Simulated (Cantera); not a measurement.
MgSO4 + CO2 + H2 (calcination and drying)

Feed: 1 mol MgSO4, 7.9 mol CO2, 0.18 mol H2, held at 425 °C and 0.500 bar.

These are equilibrium values from Cantera (NASA tables, ideal gas, pure condensed phases), not measurements of a reactor. Candidate condensed phases: C, C6H6, C7H8, C8H18, H2O, H2SO4, Mg, MgCO3, MgO, Mg(OH)2, MgS, MgSO4, S; 130 gas species. Gases not in the tables: S3 to S7. The numbers say what is thermodynamically allowed, not how fast it happens.

```
Property                                    Value
--------------------------------------  ---------
x(CO2)                                      0.965
x(H2O)                                     0.0209
x(SO2)                                     0.0119
x(H2S)                                    0.00108
x(S2)                                    0.000818
x(COS)                                   0.000181
x(S2O)                                    3.17e-5
x(CO)                                     1.84e-5
x(H2)                                     3.81e-6
n(MgO(s))                               0.121 mol
n(MgSO4(s))                             0.879 mol
gas amount                              8.184 mol
log10 activity of MgCO3(s) (absent)         -0.61
log10 activity of S(l) (absent)             -0.85
log10 activity of C(graphite) (absent)      -6.12
```
